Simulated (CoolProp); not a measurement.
A single-stage vapour-compression cycle with CH2F2 (R32): evaporating at 281.15 K (dew point), condensing at 303.15 K (bubble point), superheat 8 K, subcooling 8 K, compressor efficiency 0.6, no pressure losses. Each further row changes one setting.

Computed with CoolProp (reference Helmholtz-energy equation of state, Tillner-Roth 1997).

```
case                              cooling COP  pressure ratio  discharge temperature (K)  refrigerating effect (kJ/kg)  volumetric capacity (kJ/m³)
--------------------------------  -----------  --------------  -------------------------  ----------------------------  ---------------------------
as stated                                 [?]            1.85                      341.8                           287                         7710
evaporating temperature 286.15 K          [?]             [?]                      333.8                           288                         8990
condensing temperature 298.15 K           [?]             [?]                      330.1                           296                         7960
subcooling 13 K                          7.10            1.85                      341.8                           296                         7960
superheat 18 K                           6.73            1.85                        [?]                           299                          [?]
compressor efficiency 0.5                5.73            1.85                        [?]                           287                         7710
```

Q: What belongs in the gaps?

A: 
- as stated, cooling COP: 6.88
- evaporating temperature 286.15 K, cooling COP: 9.22
- evaporating temperature 286.15 K, pressure ratio: 1.59
- condensing temperature 298.15 K, cooling COP: 9.13
- condensing temperature 298.15 K, pressure ratio: 1.62
- superheat 18 K, discharge temperature (K): 354.0
- superheat 18 K, volumetric capacity (kJ/m³): 7560
- compressor efficiency 0.5, discharge temperature (K): 348.8
